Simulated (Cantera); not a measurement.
An isothermal, constant-pressure homogeneous reactor starts with CH₄ : O₂ : N₂ = 0.0037 : 0.053 : 1 (molar parts), equivalence ratio 0.14, at 925 K and 220000 Pa. Integrator tolerance rtol = 1e-08.

Model: GRI-Mech 3.0 (53 species, 325 reactions), integrated in Cantera. Below about 1000 K GRI-Mech 3.0 lacks low-temperature oxidation paths.

Problem. What does this change do: temperature 925 to 1600 K?

Solution. 
| quantity | before | after |
|---|---|---|
| x(CH₄) at 200 s | 1.47e-12 (gas-phase equilibrium <1e-12) | <1e-12 (gas-phase equilibrium <1e-12) |
| x(O₂) at 200 s | 0.0432 (gas-phase equilibrium 0.0431) | 0.0431 (gas-phase equilibrium 0.0427) |
| x(OH) at 200 s | 1.30e-9 (gas-phase equilibrium 3.46e-9) | 2.59e-5 (gas-phase equilibrium 2.59e-5) |
| x(NO) at 200 s | <1e-12 (gas-phase equilibrium 6.41e-6) | 9.45e-5 (gas-phase equilibrium 0.000960) |
| x(CH₃) at 200 s | <1e-12 (gas-phase equilibrium <1e-12) | <1e-12 (gas-phase equilibrium <1e-12) |
| x(H) at 200 s | 1.56e-12 (gas-phase equilibrium <1e-12) | 1.44e-8 (gas-phase equilibrium 1.44e-8) |
| x(CO) at 200 s | 4.44e-5 (gas-phase equilibrium <1e-12) | 2.28e-7 (gas-phase equilibrium 2.29e-7) |
